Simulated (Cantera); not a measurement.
Cantera run:

```python
import numpy as np
import cantera as ct

gas_names = [...]  # 123 gases of nasa_gas.yaml made of C, H, O, Si
cond_names = """
    C(gr) C6H6(L) C7H8(L) C8H18(L),n-octa H2O(s) H2O(L) Si(cr) Si(L) SiC(b) SiO2(Lqz) SiO2(hqz) SiO2(L)
""".split()


# ... load() reads the species with a 1 bar reference pressure and builds the phases ...
atoms = {
    'SiC': {'Si': 1, 'C': 1},
    'O2': {'O': 2},
    'H2': {'H': 2},
}
top_T = {'C(gr)': 4500, 'SiC(b)': 3050}  # K; cautious upper limits of use, not melting points


# ... equilibrate(T, P, feed) seeds the gas with the atoms and calls Mixture.equilibrate('TP', solver="vcs", rtol=1e-11, max_steps=5000) ...
results = []
feed = {'SiC': 1, 'O2': 1.3, 'H2': 560}  # mol
P = 3800  # Pa
for T in [973, 1073, 1173, 1273, 1373, 1473, 1573, 1673, 1773, 1873, 1973, 2073, 2173, 2273]:
    mix = equilibrate(T, P, feed)
    results.append((T, P, feed, dict(zip(mix.species_names, mix.species_moles))))

top = {s: max(r[3][s] / sum(r[3][g] for g in gas_names) for r in results) for s in gas_names}
cols = sorted((s for s in top if top[s] > 0.001), key=lambda s: -top[s])[:8]
seen = [c for c in cond_names if any(r[3].get(c, 0) > 1e-12 for r in results)]
print("log10 of partial pressures in bar; condensed amounts in mol")
print(f"{'T/K':>10s}" + "".join(f"{s[:9]:>10s}" for s in cols + seen))
for T, P, feed, n in results:
    ng = sum(n[g] for g in gas_names)
    print(f"{T:10.4g}" + "".join(f"{np.log10(max(n[s] / ng * P / 1e5, 1e-99)):10.3f}" for s in cols)
          + "".join(f"{n.get(c, 0):10.4g}" for c in seen))
```

It prints:

```
log10 of partial pressures in bar; condensed amounts in mol
       T/K        H2         H        CO       SiO       H2O    SiC(b) SiO2(hqz)
       973    -1.421    -9.677    -4.446   -15.205    -5.312         0         1
      1073    -1.421    -8.564    -4.396   -11.434    -6.323         0         1
      1173    -1.421    -7.639    -4.391    -8.228    -7.249         0    0.9999
      1273    -1.421    -6.857    -4.252    -6.459    -7.103    0.1107    0.8842
      1373    -1.421    -6.188    -4.213    -5.038    -6.896   0.08585     0.779
      1473    -1.421    -5.609    -4.170    -4.551    -5.981         0    0.5849
      1573    -1.422    -5.102    -4.170    -4.405    -4.910         0     0.418
      1673    -1.422    -4.655    -4.170    -4.170    -4.392         0         0
      1773    -1.423    -4.257    -4.170    -4.170    -4.392         0         0
      1873    -1.424    -3.902    -4.171    -4.171    -4.393         0         0
      1973    -1.425    -3.583    -4.172    -4.171    -4.394         0         0
      2073    -1.428    -3.294    -4.173    -4.173    -4.396         0         0
      2173    -1.433    -3.033    -4.175    -4.175    -4.399         0         0
      2273    -1.441    -2.796    -4.179    -4.179    -4.404         0         0
```

Method: chemical equilibrium by Gibbs-energy minimisation in Cantera with the NASA 1993 tables (ideal gas, pure condensed phases). Mutual solubility and eutectic melting of coexisting phases are not modelled. The tables hold silica as quartz up to 1696 K and as liquid above; real silica turns to tridymite and cristobalite and melts near 1996 K.
